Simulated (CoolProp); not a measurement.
Vapour-liquid equilibrium of propane (1) + dimethyl ether (2) at 68.05 °C; x and y are mole fractions of (1).

Computed with CoolProp (multi-fluid Helmholtz-energy mixture model, Lemmon 2009 and Wu 2011; pair parameters Bell 2016).

Problem. Give the bubble pressure and the first vapour's composition at x = 0.35, 0.5, 0.65. Is there an azeotrope?

Solution. x = 0.35: 2.225 MPa, y = 0.427; x = 0.5: 2.356 MPa, y = 0.557; x = 0.65: 2.447 MPa, y = 0.680. y crosses x between x = 0.8 and 0.95: the model has an azeotrope there.

Pair parameters are fitted to limited data, so mixtures are less certain than the pure fluids.
